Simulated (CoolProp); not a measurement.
Vapour-liquid equilibrium of R22 (1) + R11 (2) at 0.217 MPa; x and y are mole fractions of (1).

Model: multi-fluid Helmholtz-energy mixture model, Kamei 1995 and Jacobsen 1992; pair parameters Bell 2016, in CoolProp.

```csv
x,bubble temperature (K),y at the bubble point,dew temperature at overall composition x (K),liquid density (mol/L)
0.05,305.5,0.386,318.6,10.74
0.125,290.7,0.654,316.0,11.21
0.2,281.3,0.774,313.3,11.61
0.275,274.8,0.838,310.3,11.97
0.35,270.1,0.877,307.2,12.31
0.425,266.4,0.904,303.7,12.66
0.5,263.5,0.923,299.9,13.00
0.575,260.9,0.939,295.7,13.35
0.65,258.7,0.952,291.0,13.72
0.725,256.7,0.963,285.5,14.10
0.8,254.8,0.974,278.8,14.50
0.875,253.0,0.984,270.4,14.92
0.95,251.2,0.994,259.1,15.37
```

No azeotrope shows between x = 0.05 and 0.95.

The pair parameters rest on a limited set of measurements; away from them the model extrapolates.
